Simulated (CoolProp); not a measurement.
Vapour-liquid equilibrium of cyclopentane (1) + octamethylcyclotetrasiloxane (D4) (2) at 463.1 K; x and y are mole fractions of (1).

Values from CoolProp's multi-fluid Helmholtz-energy mixture model, Gedanitz 2015 and Thol 2015; pair parameters Bell 2016.

Q: Give the bubble pressure and the first vapour's composition at x = 0.05, 0.15, 0.35. Is there an azeotrope?

A: x = 0.05: 1.948 bar, y = 0.276; x = 0.15: 3.090 bar, y = 0.566; x = 0.35: 5.914 bar, y = 0.806. No azeotrope shows between x = 0.05 and 0.95.

The pair parameters rest on a limited set of measurements; away from them the model extrapolates.
